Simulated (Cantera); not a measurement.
Feed: 1 mol Si, 0.0054 mol O₂, 340 mol H₂, equilibrated at 725 °C and 13300 Pa.

These are equilibrium values from Cantera (NASA tables, ideal gas, pure condensed phases), not measurements of a reactor. Candidate condensed phases: H₂O, Si, SiO₂; 18 gas species. Equilibrium is a limit: real reactors are often held back by kinetics, nucleation or transport.

Base state: H₂ 1.00 (mole fractions); condensed: Si(s) + SiO₂(β-quartz).

What changes in the equilibrium state with this change: Si replaced by SiC?


| species | before | after |
|---|---|---|
| H₂ | 1.00 | 1.000 |
| CH₄ | 0 | 1.59e-5 |
| Si(s), mol | 0.995 | 0 |
| SiO₂(β-quartz), mol | 0.00540 | 0.00540 |
| SiC(s), mol | 0 | 0.995 |
Further candidate phases: C, C₆H₆, C₇H₈, C₈H₁₈, SiC.

What changes in the equilibrium state with this change: temperature from 725 °C to 1152 °C?


```csv
species,before,after
H₂,1.00,1.000
SiO,3.61e-9,3.17e-5
H,5.92e-9,1.87e-5
"Si(s), mol",0.995,0.989
"SiO₂(β-quartz), mol",0.00540,0
```

What changes in the equilibrium state with this change: temperature from 725 °C to 1052 °C?


```json
[
 {"species": "H₂", "before": "1.00", "after": "1.000"},
 {"species": "SiO", "before": "3.61e-9", "after": "3.16e-5"},
 {"species": "Si(s), mol", "before": "0.995", "after": "0.989"},
 {"species": "SiO₂(β-quartz), mol", "before": "0.00540", "after": "0"}
]
```
